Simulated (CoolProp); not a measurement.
Saturation properties of p-xylene.

The numbers come from the reference Helmholtz-energy equation of state, Zhou 2012 in CoolProp.

```json
[
 {"T (K)": "407.9", "p (kPa)": "92.01", "liquid density (kg/m³)": "756.6", "liquid cp (kJ/(kg K))": "2.100", "liquid conductivity (mW/(m K))": "101"},
 {"T (K)": "418", "p (kPa)": "120.3", "liquid density (kg/m³)": "746.5", "liquid cp (kJ/(kg K))": "2.138", "liquid conductivity (mW/(m K))": "98.5"},
 {"T (K)": "428.2", "p (kPa)": "155.3", "liquid density (kg/m³)": "736.1", "liquid cp (kJ/(kg K))": "2.177", "liquid conductivity (mW/(m K))": "96.5"},
 {"T (K)": "438.4", "p (kPa)": "197.8", "liquid density (kg/m³)": "725.5", "liquid cp (kJ/(kg K))": "2.216", "liquid conductivity (mW/(m K))": "94.6"},
 {"T (K)": "448.6", "p (kPa)": "248.8", "liquid density (kg/m³)": "714.5", "liquid cp (kJ/(kg K))": "2.257", "liquid conductivity (mW/(m K))": "92.8"},
 {"T (K)": "458.8", "p (kPa)": "309.4", "liquid density (kg/m³)": "703.3", "liquid cp (kJ/(kg K))": "2.298", "liquid conductivity (mW/(m K))": "91.1"},
 {"T (K)": "469", "p (kPa)": "380.7", "liquid density (kg/m³)": "691.7", "liquid cp (kJ/(kg K))": "2.341", "liquid conductivity (mW/(m K))": "89.5"},
 {"T (K)": "479.2", "p (kPa)": "463.9", "liquid density (kg/m³)": "679.6", "liquid cp (kJ/(kg K))": "2.386", "liquid conductivity (mW/(m K))": "88.0"},
 {"T (K)": "489.4", "p (kPa)": "560.2", "liquid density (kg/m³)": "667.2", "liquid cp (kJ/(kg K))": "2.432", "liquid conductivity (mW/(m K))": "86.5"},
 {"T (K)": "499.6", "p (kPa)": "670.9", "liquid density (kg/m³)": "654.2", "liquid cp (kJ/(kg K))": "2.481", "liquid conductivity (mW/(m K))": "85.2"},
 {"T (K)": "509.8", "p (kPa)": "797.5", "liquid density (kg/m³)": "640.6", "liquid cp (kJ/(kg K))": "2.533", "liquid conductivity (mW/(m K))": "84.0"},
 {"T (K)": "520", "p (kPa)": "941.3", "liquid density (kg/m³)": "626.3", "liquid cp (kJ/(kg K))": "2.590", "liquid conductivity (mW/(m K))": "82.8"},
 {"T (K)": "530.2", "p (kPa)": "1104", "liquid density (kg/m³)": "611.2", "liquid cp (kJ/(kg K))": "2.653", "liquid conductivity (mW/(m K))": "81.8"},
 {"T (K)": "540.4", "p (kPa)": "1287", "liquid density (kg/m³)": "595.1", "liquid cp (kJ/(kg K))": "2.724", "liquid conductivity (mW/(m K))": "80.8"},
 {"T (K)": "550.5", "p (kPa)": "1491", "liquid density (kg/m³)": "577.9", "liquid cp (kJ/(kg K))": "2.808", "liquid conductivity (mW/(m K))": "80.0"}
]
```

It boils at 411.5 K under 1 atm.

Thermal conductivity comes from a separate model (Mylona 2014).
